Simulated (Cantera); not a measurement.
Standard-state values (1 bar) from the NASA 1993 polynomials, evaluated with Cantera. Values are per mole of reaction as written; species without (g) are pure solids or liquids, kept so even where they would boil at 1 bar.

4 CrO3(g) + 3 H2(g) = 2 Cr2O3 + 6 OH(g)

```tsv
T (K)	ΔH° (kJ)	ΔS° (J/K)	ΔG° (kJ)	log10 K
1200	-824.4	-126.8	-672.2	29.26
1300	(withheld)	(withheld)	(withheld)	(withheld)
1400	(withheld)	(withheld)	(withheld)	(withheld)
1500	-812.8	-118.3	-635.4	22.13
1600	-808.5	-115.5	-623.7	20.36
1700	(withheld)	(withheld)	(withheld)	(withheld)
```

Q: What belongs in the gaps?

A: 
- 1300, ΔH° (kJ): -820.7
- 1300, ΔS° (J/K): -123.9
- 1300, ΔG° (kJ): -659.6
- 1300, log10 K: 26.50
- 1400, ΔH° (kJ): -816.9
- 1400, ΔS° (J/K): -121.1
- 1400, ΔG° (kJ): -647.4
- 1400, log10 K: 24.15
- 1700, ΔH° (kJ): -804.0
- 1700, ΔS° (J/K): -112.8
- 1700, ΔG° (kJ): -612.3
- 1700, log10 K: 18.81
